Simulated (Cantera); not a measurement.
Input: 1 mol CF₄, held at 2275 K.

Equilibrium computed with Cantera from the NASA thermochemical tables; the gas is ideal and each condensed phase is pure. Candidate condensed phases: C; 13 gas species. Gases not in the tables: C₂F₆ and larger saturated fluorocarbons. Rates play no part.

**Question.** Which condensed phases are stable at each of these points (P (Pa)): 1, 3.60, 13, 46, 170, 600, 2200, 7700, 28000, 100000?

**Answer.** 
| P (Pa) | condensed phases | C condensed (%) |
|---|---|---|
| 1 | C(graphite) | 90.1 |
| 3.60 | C(graphite) | 85.5 |
| 13 | C(graphite) | 68.6 |
| 46 | C(graphite) | 32.3 |
| 170 | gas only | 0.0 |
| 600 | gas only | 0.0 |
| 2200 | gas only | 0.0 |
| 7700 | gas only | 0.0 |
| 28000 | gas only | 0.0 |
| 100000 | gas only | 0.0 |

From 1.00 Pa to 46.0 Pa the condensed part is C(graphite). From 170 Pa to 100000 Pa nothing is condensed.
